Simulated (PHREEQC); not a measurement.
Dissolve 0.0028 mol KHCO3 and 5.9e-05 mol NaAlO2 per kg of water at 24 °C. Closed to the air; pH follows from the charge balance.

Model: ion-association model, phreeqc.dat, run in PHREEQC.

Each row changes one thing in this solution. Precipitation was switched off in this run.

```tsv
case	pH	ionic strength (mol/kgw)	Al(OH)3 (mol/kgw)	Al(OH)2+ (mol/kgw)	SI of Al(OH)3(a) (Al(OH)3)
as made	8.29	0.00289	1.55e-7	6.23e-9	-0.64
diluted 5-fold with water	8.26	0.000577	3.38e-8	1.40e-9	-1.30
temperature from 24 to 20 °C	8.32	0.00289	1.50e-7	7.58e-9	-0.51
NaAlO2 from 5.9e-05 to 2.95e-05 mol/kgw	8.28	0.00286	7.75e-8	3.12e-9	-0.94
KHCO3 left out	7.81	5.91e-5	4.83e-7	5.53e-8	-0.14
KHCO3 from 0.0028 to 0.0042 mol/kgw	8.28	0.00430	1.55e-7	6.39e-9	-0.64
```

Some of these states are supersaturated (in Gibbsite (slow to form), for instance).
